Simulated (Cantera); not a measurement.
Mixture: CH4 : H2 : O2 : N2 = 1 : 0.35 : 2.62 : 10.7 (molar parts), equivalence ratio 0.83, at 0.316 atm, adiabatic and at constant pressure. Ignition delay is the time to a rise of 400 K.

Model: GRI-Mech 3.0 (53 species, 325 reactions), integrated in Cantera.

Problem. Predict: delay at 1000 K; delay at 1200 K; delay at 1400 K; delay at 1600 K; delay at 1800 K; apparent activation energy between 1600 and 1800 K.

Solution. 
| Property | Value |
|---|---|
| delay at 1000 K | 81.7 ms |
| delay at 1200 K | 9.10 ms |
| delay at 1400 K | 1.67 ms |
| delay at 1600 K | 0.500 ms |
| delay at 1800 K | 0.191 ms |
| apparent activation energy between 1600 and 1800 K | 120 kJ/mol |
